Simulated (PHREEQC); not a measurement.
A solution holds 0.058 mol Cu(NO3)2 and 0.16 mol H2SO4 per kg of water, at 20 °C. Closed to the air; pH follows from the charge balance.

Computed with PHREEQC (ion-association model, phreeqc.dat).

| Property | Result |
|---|---|
| pH | 0.81 |
| ionic strength | 0.360 mol/kgw |
| activity of water | 0.991 |
| specific conductance | 60300 µS/cm |
| density | 1.017 g/cm³ |
| total alkalinity | -320 meq/kg |

| species | molality | activity | log γ |
|---|---|---|---|
| H+ | 0.201 | 0.156 | -0.110 |
| HSO4- | 0.119 | 0.0871 | -0.135 |
| NO3- | 0.116 | 0.0747 | -0.191 |
| Cu+2 | 0.0439 | 0.0122 | -0.557 |
| SO4-2 | 0.0270 | 0.00638 | -0.626 |
| CuSO4 | 0.0141 | 0.0153 | 0.036 |

This is a speciation only: nothing precipitates in the calculation.
